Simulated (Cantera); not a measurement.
Input (Python, Cantera) and output of one run.

```python
import numpy as np
import cantera as ct

gas_names = [...]  # 97 gases of nasa_gas.yaml made of Al, C, H, N
cond_names = """
    AL(cr) AL(L) ALN(s) C(gr) C6H6(L) C7H8(L) C8H18(L),n-octa
""".split()


# ... load() reads the species with a 1 bar reference pressure and builds the phases ...
atoms = {
    'Al(CH3)3': {'AL': 1, 'C': 3, 'H': 9},
    'N2': {'N': 2},
    'H2': {'H': 2},
}
top_T = {'ALN(s)': 2750, 'C(gr)': 4500}  # K; cautious upper limits of use, not melting points


# ... equilibrate(T, P, feed) seeds the gas with the atoms and calls Mixture.equilibrate('TP', solver="vcs", rtol=1e-11, max_steps=5000) ...
results = []
feed = {'Al(CH3)3': 1, 'N2': 7.4, 'H2': 37}  # mol
P = 110  # Pa
for T in [773, 873, 973, 1073, 1173, 1273, 1373, 1473, 1573, 1673]:
    mix = equilibrate(T, P, feed)
    results.append((T, P, feed, dict(zip(mix.species_names, mix.species_moles))))
    x = sorted(zip(gas.X, gas.species_names), reverse=True)
    print(f"T = {T:g} K  P = {P:g} Pa  gas = {mix.phase_moles(0):.4g} mol")
    print("   x: " + "  ".join(f"{s} {v:.3e}" for v, s in x if v > 0.0001))
    print("   condensed (mol): " + ("  ".join(f"{mix.phase(i).name} {mix.phase_moles(i):.4g}"
          for i in range(1, mix.n_phases) if mix.phase_moles(i) > 1e-12) or "none"))
```

Result:

```
T = 773 K  P = 110 Pa  gas = 48.32 mol
   x: H2 8.555e-01  N2 1.428e-01  CH4 1.705e-03
   condensed (mol): ALN(s) 1  C(gr) 2.918
T = 873 K  P = 110 Pa  gas = 48.38 mol
   x: H2 8.570e-01  N2 1.426e-01  CH4 3.626e-04
   condensed (mol): ALN(s) 1  C(gr) 2.982
T = 973 K  P = 110 Pa  gas = 48.39 mol
   x: H2 8.573e-01  N2 1.426e-01  CH4 1.039e-04
   condensed (mol): ALN(s) 1  C(gr) 2.995
T = 1073 K  P = 110 Pa  gas = 48.4 mol
   x: H2 8.574e-01  N2 1.426e-01
   condensed (mol): ALN(s) 1  C(gr) 2.998
T = 1173 K  P = 110 Pa  gas = 48.4 mol
   x: H2 8.574e-01  N2 1.426e-01
   condensed (mol): ALN(s) 1  C(gr) 2.998
T = 1273 K  P = 110 Pa  gas = 48.4 mol
   x: H2 8.574e-01  N2 1.425e-01
   condensed (mol): ALN(s) 1  C(gr) 2.997
T = 1373 K  P = 110 Pa  gas = 48.4 mol
   x: H2 8.573e-01  N2 1.425e-01  HCN 1.387e-04
   condensed (mol): ALN(s) 1  C(gr) 2.993
T = 1473 K  P = 110 Pa  gas = 48.41 mol
   x: H2 8.569e-01  N2 1.424e-01  H 3.531e-04  HCN 3.042e-04
   condensed (mol): ALN(s) 0.9999  C(gr) 2.984
T = 1573 K  P = 110 Pa  gas = 48.43 mol
   x: H2 8.560e-01  N2 1.422e-01  H 1.134e-03  HCN 6.024e-04
   condensed (mol): ALN(s) 0.9976  C(gr) 2.968
T = 1673 K  P = 110 Pa  gas = 48.54 mol
   x: H2 8.527e-01  N2 1.420e-01  H 3.171e-03  HCN 1.097e-03  AL 8.769e-04
   condensed (mol): ALN(s) 0.9566  C(gr) 2.94
```

Method: chemical equilibrium by Gibbs-energy minimisation in Cantera with the NASA 1993 tables (ideal gas, pure condensed phases). The feed counts by its element totals alone.
